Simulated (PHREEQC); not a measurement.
Make-up at 25 °C: 3.1 mol/kgw KCl, 2.8 mol/kgw CaCl2 and 0.077 mol/kgw MgCl2. Closed to the air; pH follows from the charge balance.

All values are PHREEQC results (Pitzer model, pitzer.dat), not measurements.

| quantity | before | after |
|---|---|---|
| MgOH+ (mol/kgw) | 5.49e-7 | 1.04e-6 |
| SI of Bischofite (MgCl2:6H2O) | -3.82 | -3.02 |
| SI of MgCl2_4H2O (MgCl2:4H2O) | -5.84 | -4.83 |

**Question.** Which change was made?
(A) CaCl2 from 2.8 to 0.28 mol/kgw
(B) KCl from 3.1 to 3.41 mol/kgw
(C) diluted 10-fold with water
(D) diluted 2-fold with water
(E) CaCl2 from 2.8 to 4.2 mol/kgw

**Answer.** E, CaCl2 from 2.8 to 4.2 mol/kgw

This is a speciation only: nothing precipitates in the calculation. Some of these states are supersaturated (in Sylvite, for instance).
